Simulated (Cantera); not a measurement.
An isothermal, constant-pressure homogeneous reactor starts with CH3OH : O2 : N2 = 0.003 : 0.0034 : 1 (molar parts), at 1500 K and 10.0 bar.

Computed with Cantera and GRI-Mech 3.0 (53 species, 325 reactions). GRI-Mech 3.0 was tuned for natural gas; its chemistry of methanol as a main component is partial and can be far from experiment.

x: mole fraction; the columns are a selection and need not sum to one.

```json
[
 {"t (s)": "5.00e-6", "x CH3OH": "0.00297", "x O2": "0.00337", "x CH4": "5.71e-8", "x C2H6": "7.42e-10", "x O": "3.82e-8", "x CH3": "1.05e-6", "x H": "5.46e-7"},
 {"t (s)": "1.95e-5", "x CH3OH": "0.00289", "x O2": "0.00335", "x CH4": "7.68e-7", "x C2H6": "2.47e-8", "x O": "7.40e-8", "x CH3": "2.59e-6", "x H": "1.23e-6"},
 {"t (s)": "7.58e-5", "x CH3OH": "0.00149", "x O2": "…", "x CH4": "4.39e-6", "x C2H6": "5.43e-8", "x O": "8.55e-7", "x CH3": "8.47e-7", "x H": "1.41e-5"},
 {"t (s)": "0.000295", "x CH3OH": "1.08e-12", "x O2": "…", "x CH4": "2.35e-10", "x C2H6": "<1e-12", "x O": "3.05e-5", "x CH3": "1.87e-11", "x H": "0.000270"},
 {"t (s)": "0.00115", "x CH3OH": "<1e-12", "x O2": "…", "x CH4": "1.75e-12", "x C2H6": "<1e-12", "x O": "4.51e-7", "x CH3": "<1e-12", "x H": "5.09e-5"},
 {"t (s)": "0.00447", "x CH3OH": "<1e-12", "x O2": "…", "x CH4": "<1e-12", "x C2H6": "<1e-12", "x O": "1.24e-8", "x CH3": "<1e-12", "x H": "9.96e-6"},
 {"t (s)": "0.0174", "x CH3OH": "<1e-12", "x O2": "…", "x CH4": "<1e-12", "x C2H6": "<1e-12", "x O": "5.89e-10", "x CH3": "<1e-12", "x H": "2.28e-6"},
 {"t (s)": "0.0678", "x CH3OH": "<1e-12", "x O2": "4.90e-10", "x CH4": "<1e-12", "x C2H6": "<1e-12", "x O": "3.91e-11", "x CH3": "<1e-12", "x H": "5.98e-7"},
 {"t (s)": "0.264", "x CH3OH": "<1e-12", "x O2": "2.97e-11", "x CH4": "<1e-12", "x C2H6": "<1e-12", "x O": "6.36e-12", "x CH3": "<1e-12", "x H": "2.41e-7"},
 {"t (s)": "1.03", "x CH3OH": "<1e-12", "x O2": "9.57e-12", "x CH4": "<1e-12", "x C2H6": "<1e-12", "x O": "4.60e-12", "x CH3": "<1e-12", "x H": "2.08e-7"},
 {"t (s)": "4.00", "x CH3OH": "<1e-12", "x O2": "8.08e-12", "x CH4": "<1e-12", "x C2H6": "<1e-12", "x O": "3.89e-12", "x CH3": "<1e-12", "x H": "1.94e-7"}
]
```

Task: What belongs in the gaps?

Result: 
- 7.58e-5, x O2: 0.00306
- 0.000295, x O2: 0.000171
- 0.00115, x O2: 3.70e-6
- 0.00447, x O2: 1.21e-7
- 0.0174, x O2: 6.98e-9
